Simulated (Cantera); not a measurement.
Charge: 1 mol toluene, 0.97 mol CO₂, 1.9 mol H₂, held at 0.0240 bar.

These are equilibrium values from Cantera (NASA tables, ideal gas, pure condensed phases), not measurements of a reactor. Candidate condensed phases: C, C₆H₆, C₇H₈, C₈H₁₈, H₂O; 110 gas species. The numbers say what is thermodynamically allowed, not how fast it happens.

x: gas mole fraction; n: condensed amount in mol.

| T (°C) | x H₂ | x CO | x H | x C₂H₂ (acetylene) | x C₂H | x CH₄ | x C₃ | n C(graphite) |
|---|---|---|---|---|---|---|---|---|
| 1100 | 0.752 | 0.247 | 1.86e-5 | 1.30e-6 | <1e-12 | 6.84e-5 | <1e-12 | 6.03 |
| 1200 | 0.752 | 0.247 | 7.08e-5 | 4.90e-6 | <1e-12 | 3.99e-5 | <1e-12 | 6.03 |
| 1300 | 0.752 | 0.247 | 0.000228 | 1.55e-5 | (withheld) | 2.49e-5 | <1e-12 | 6.03 |
| 1400 | 0.752 | 0.247 | 0.000637 | 4.28e-5 | (withheld) | 1.65e-5 | <1e-12 | 6.03 |
| 1500 | 0.751 | 0.247 | 0.00159 | 0.000105 | (withheld) | 1.14e-5 | 2.06e-12 | 6.03 |
| 1600 | 0.749 | 0.247 | 0.00361 | 0.000234 | (withheld) | 8.21e-6 | 4.07e-11 | 6.03 |
| 1700 | 0.745 | 0.247 | 0.00752 | 0.000478 | (withheld) | 6.09e-6 | 5.88e-10 | 6.02 |
| 1800 | 0.739 | 0.246 | 0.0146 | 0.000906 | (withheld) | 4.61e-6 | 6.54e-9 | 6.02 |
| 1900 | 0.728 | 0.244 | 0.0266 | 0.00161 | (withheld) | 3.54e-6 | 5.79e-8 | 6.00 |
| 2000 | 0.710 | 0.242 | 0.0457 | 0.00268 | (withheld) | 2.73e-6 | 4.20e-7 | 5.99 |
| 2100 | 0.683 | 0.238 | 0.0745 | 0.00420 | (withheld) | 2.09e-6 | 2.57e-6 | 5.96 |
| 2200 | 0.645 | 0.233 | 0.116 | 0.00622 | (withheld) | 1.57e-6 | 1.35e-5 | 5.92 |
| 2300 | 0.594 | 0.226 | 0.171 | 0.00866 | (withheld) | 1.13e-6 | 6.24e-5 | 5.87 |

Question: Fill in the missing entries.

Answer: 
- 1300, x C₂H: 1.36e-11
- 1400, x C₂H: 1.78e-10
- 1500, x C₂H: 1.74e-9
- 1600, x C₂H: 1.33e-8
- 1700, x C₂H: 8.22e-8
- 1800, x C₂H: 4.25e-7
- 1900, x C₂H: 1.88e-6
- 2000, x C₂H: 7.26e-6
- 2100, x C₂H: 2.48e-5
- 2200, x C₂H: 7.55e-5
- 2300, x C₂H: 0.000208
